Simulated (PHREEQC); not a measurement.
A solution holds 16 mmol/kgw NaOH, 6.3 mmol/kgw CO2 and 120 mmol/kgw K3PO4, at 20 °C. Closed to the air; pH follows from the charge balance.

Equilibrium calculation in PHREEQC: ion-association model, wateq4f.dat.

Precipitation was switched off in this run.

Task: Estimate the pH.

Result: pH 12.29.

Task: In which forms is Na present?

Result: Na+ 98 %, NaCO3- 1.8 %, NaHPO4- 0.6 % of the Na.

The ionic strength is past about 0.7 mol/kgw, beyond the range of this activity model, so the values are rough. H3PO4, which wateq4f.dat lacks, is added to it with the constant of phreeqc.dat.
